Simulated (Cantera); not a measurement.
Mixture: H₂ : O₂ : N₂ = 1 : 0.806 : 3.03 (molar parts), equivalence ratio 0.62, at 1.70 bar, adiabatic and at constant pressure. Ignition delay is the time to a rise of 400 K.

Cantera simulation using GRI-Mech 3.0 (53 species, 325 reactions); the numbers are that mechanism's predictions, not measurements. Where the delays flatten at high temperature, the 400 K rule measures the pace of heat release, not the induction time.

Problem. Predict: delay at 1048 K; delay at 1148 K; delay at 1248 K; delay at 1348 K; delay at 1448 K.

Solution. 
* **delay at 1048 K**: 0.138 ms
* **delay at 1148 K**: 42.1 µs
* **delay at 1248 K**: 23.1 µs
* **delay at 1348 K**: 15.5 µs
* **delay at 1448 K**: 11.8 µs
